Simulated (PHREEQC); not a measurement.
Consider water at 25 °C with 0.0028 mol Pb(NO3)2, 0.0002 mol NaCl and 7.8e-05 mol CdSO4 per kg of water. Closed to the air; pH follows from the charge balance.

Computed with PHREEQC (ion-association model, phreeqc.dat).

No solid was allowed to form.

Problem. What pH does the model give?

Solution. pH 5.21.

Problem. In which forms is Cd present?

Solution. Cd+2 97 %, CdCl+ 1.2 %, CdNO3+ 0.9 %, CdSO4 0.6 % of the Cd.

Saturation is exceeded, for instance for Anglesite; the values hold only as long as no solid forms.
